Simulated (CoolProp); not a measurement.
Computed with CoolProp (reference Helmholtz-energy equation of state, Setzmann 1991).

Problem. For methane, give the phase and the cp (kJ/(kg K)), Joule-Thomson coefficient (K/MPa) at -162.95 °C and 1.13 bar; -147.65 °C and 77.2 bar; -112.95 °C and 0.17 bar.

Solution. 
- -162.95 °C and 1.13 bar: liquid; cp 3.47, Joule-Thomson coefficient -0.423
- -147.65 °C and 77.2 bar: liquid; cp 3.48, Joule-Thomson coefficient -0.392
- -112.95 °C and 0.17 bar: gas; cp 2.08, Joule-Thomson coefficient 13.7
